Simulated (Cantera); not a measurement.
A freely propagating, adiabatic, planar premixed flame of 8.87 % CO, 1.42 % H2, 5.68 % CH4, 15.0 % O2, 69.0 % N2, equivalence ratio 1.1, unburnt at 575 K and 285 Torr; mixture-averaged transport, grid criteria slope 0.08 and curve 0.16, no radiation.

Model: GRI-Mech 3.0 (53 species, 325 reactions), integrated in Cantera. Burning velocities carry a grid error of a few per cent, more on coarse grids.

Question: Predict: laminar burning velocity; thermal thickness; peak x(HO2).

Answer: 
- laminar burning velocity = 167 cm/s
- thermal thickness = 0.852 mm
- peak x(HO2) = 0.000104
